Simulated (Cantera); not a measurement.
A freely propagating, adiabatic, planar premixed flame of CH4 : C2H6 : O2 : N2 : CO2 = 1 : 0.38 : 3.33 : 12.5 : 3.3 (molar parts), equivalence ratio 1.0, unburnt at 575 K and 660 Torr; mixture-averaged transport, grid criteria slope 0.08 and curve 0.16, no radiation.

Cantera simulation using GRI-Mech 3.0 (53 species, 325 reactions); the numbers are that mechanism's predictions, not measurements. Burning velocities carry a grid error of a few per cent, more on coarse grids.

Task: How do the results move with these cheaper or finer settings: unity-Lewis-number transport; multicomponent transport; multicomponent+Soret transport; grid criteria slope 0.5, curve 1; grid criteria slope 0.25, curve 0.5; grid criteria slope 0.03, curve 0.06?

Result: 
| setting | laminar burning velocity | thermal thickness | peak x(HCO) | peak x(CH3) | grid points |
|---|---|---|---|---|---|
| as above | 50.6 cm/s | 0.671 mm | 2.36e-5 | 0.00128 | 132 |
| unity-Lewis-number transport | 39.8 cm/s | 0.740 mm | 2.33e-5 | 0.00107 | 133 |
| multicomponent transport | 50.8 cm/s | 0.678 mm | 2.37e-5 | 0.00129 | 132 |
| multicomponent+Soret transport | 49.9 cm/s | 0.681 mm | 2.35e-5 | 0.00126 | 134 |
| grid criteria slope 0.5, curve 1 | 56.3 cm/s | 0.714 mm | 2.39e-5 | 0.00128 | 40 |
| grid criteria slope 0.25, curve 0.5 | 52.8 cm/s | 0.688 mm | 2.37e-5 | 0.00128 | 66 |
| grid criteria slope 0.03, curve 0.06 | 49.6 cm/s | 0.666 mm | 2.35e-5 | 0.00128 | 340 |
The base run took about 25 core-seconds (a rough figure).
Unity Lewis numbers drop preferential diffusion, which matters most where H2 and H carry the flame; Soret adds thermal diffusion.
